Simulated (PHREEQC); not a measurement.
PHREEQC input (ion-association model, wateq4f.dat):

```
SOLUTION_MASTER_SPECIES
  An  An-  0  An  62.0  # stands for a non-complexing anion
SOLUTION_SPECIES
  An- = An-
    -log_k 0
    -gamma 3.0 0
PHASES
  Fix_H+
    H+ = H+
    -log_k 0
SOLUTION 1
  temp 25
  units mmol/kgw
  pH 7 charge
  Se(6) 0.0091
  Na 1.0182
  B 0.0026
  An 1
END
SELECTED_OUTPUT 1
  -reset false
  -pH true
  -pe true
  -ionic_strength true
  -water true
  -totals B Na Se Se(-2) Se(4) Se(6)
  -molalities Hfo_wOH Hfo_wOH2+ Hfo_wO- Hfo_sOH Hfo_sOH2+ Hfo_sO- Hfo_wSeO4- Hfo_wOHSeO4-2 Hfo_wH2BO3
USER_PUNCH 1
  -headings sigma psi
  10 PUNCH EDL("sigma", "Hfo"), EDL("psi", "Hfo")
PRINT
  -reset false
USE solution 1
SURFACE 1
  Hfo_wOH 0.000674157 600 0.3
  Hfo_sOH 1.68539e-05
EQUILIBRIUM_PHASES 1
  Fix_H+ -4 HAn 10
    -force_equality true
  O2(g) -0.68 10
END
# ... the last block is repeated for the other 16 points of pH, with NaOH or the acid as the point needs
```

Selected output (columns that matter, 17 of 17 rows; pH added in front):

```
pH	mu	B	Na	Se	m_Hfo_wOH	m_Hfo_wOH2+	m_Hfo_wO-	m_Hfo_sOH	m_Hfo_sOH2+	m_Hfo_sO-	m_Hfo_wSeO4-	m_Hfo_wOHSeO4-2	sigma	psi
4	0.0012312	2.5956e-06	0.0010182	3.1616e-10	0.00040538	0.00024426	1.5412e-05	1.0273e-05	6.1901e-06	3.9058e-07	1.8951e-06	7.2046e-06	0.11705	0.20764
4.38	0.0011411	2.5952e-06	0.0010182	9.141e-10	0.00044652	0.00019513	2.3408e-05	1.1316e-05	4.945e-06	5.932e-07	1.4577e-06	7.6414e-06	0.085413	0.19341
4.75	0.0010943	2.5949e-06	0.0010182	2.9777e-09	0.00047239	0.0001609	3.1772e-05	1.1971e-05	4.0775e-06	8.0517e-07	1.1775e-06	7.9195e-06	0.061853	0.17793
5.12	0.0010671	2.5947e-06	0.0010182	1.091e-08	0.00048838	0.00013671	3.9968e-05	1.2376e-05	3.4646e-06	1.0128e-06	9.8974e-07	8.0994e-06	0.043963	0.16108
5.5	0.0010498	2.5946e-06	0.0010182	4.575e-08	0.00049802	0.00011955	4.7526e-05	1.262e-05	3.0295e-06	1.2043e-06	8.5882e-07	8.1954e-06	0.030342	0.14255
5.88	0.0010389	2.5946e-06	0.0010182	2.0552e-07	0.00050355	0.00010784	5.3864e-05	1.2757e-05	2.7321e-06	1.3646e-06	7.6045e-07	8.134e-06	0.020541	0.123
6.25	0.0010326	2.5945e-06	0.0010182	8.787e-07	0.00050714	9.9673e-05	5.9114e-05	1.2835e-05	2.5226e-06	1.4961e-06	6.4961e-07	7.5717e-06	0.013827	0.10332
6.62	0.0010301	2.5945e-06	0.0010182	3.0312e-06	0.00051089	9.2658e-05	6.4532e-05	1.2888e-05	2.3375e-06	1.628e-06	4.4523e-07	5.6236e-06	0.00919	0.083496
7	0.0010302	2.5945e-06	0.0010182	6.456e-06	0.00051487	8.6158e-05	7.0484e-05	1.2922e-05	2.1625e-06	1.769e-06	1.7999e-07	2.464e-06	0.0058754	0.063084
7.38	0.0010299	2.5945e-06	0.0010182	8.4331e-06	0.00051685	8.2066e-05	7.457e-05	1.2934e-05	2.0537e-06	1.8661e-06	4.3228e-08	6.2366e-07	0.0034272	0.041953
7.75	0.0010286	2.5946e-06	0.0010182	8.9637e-06	0.00051737	7.9875e-05	7.677e-05	1.2937e-05	1.9973e-06	1.9197e-06	8.6085e-09	1.2773e-07	0.0015641	0.020787
8.12	0.0010288	2.5948e-06	0.0010198	9.0739e-06	0.00051748	7.8309e-05	7.8338e-05	1.2938e-05	1.9578e-06	1.9585e-06	1.6181e-09	2.4495e-08	-4.2978e-05	-0.00058683
8.5	0.0010326	2.5953e-06	0.0010251	9.0953e-06	0.00051747	7.6787e-05	7.9889e-05	1.2937e-05	1.9197e-06	1.9972e-06	2.8737e-10	4.4362e-09	-0.0017091	-0.022562
8.88	0.0010394	2.5961e-06	0.0010338	9.0991e-06	0.00051739	7.502e-05	8.1744e-05	1.2935e-05	1.8755e-06	2.0436e-06	5.1096e-11	8.0726e-10	-0.0036955	-0.044448
9.25	0.001053	2.5973e-06	0.0010497	9.0998e-06	0.00051718	7.2766e-05	8.4208e-05	1.293e-05	1.8192e-06	2.1052e-06	9.5704e-12	1.5582e-10	-0.0062872	-0.065562
9.62	0.0010818	2.5984e-06	0.001082	9.1e-06	0.00051669	6.9635e-05	8.7829e-05	1.2917e-05	1.7409e-06	2.1957e-06	1.813e-12	3.0816e-11	-0.009997	-0.086344
10	0.0011482	2.5992e-06	0.0011538	9.1e-06	0.0005155	6.5007e-05	9.3648e-05	1.2888e-05	1.6252e-06	2.3412e-06	3.345e-13	6.0765e-12	-0.015738	-0.10712
```
